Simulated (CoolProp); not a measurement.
The numbers come from the reference Helmholtz-energy equation of state, Zhou 2011 in CoolProp.

Question: For dimethyl carbonate, give the phase and the cv (kJ/(kg K)), fugacity coefficient at 372.6 K and 0.244 MPa; 409.2 K and 0.244 MPa; 445.7 K and 0.244 MPa.

Answer: 
- 372.6 K and 0.244 MPa: liquid; cv 1.46, fugacity coefficient 0.537
- 409.2 K and 0.244 MPa: gas; cv 1.39, fugacity coefficient 0.954
- 445.7 K and 0.244 MPa: gas; cv 1.47, fugacity coefficient 0.965
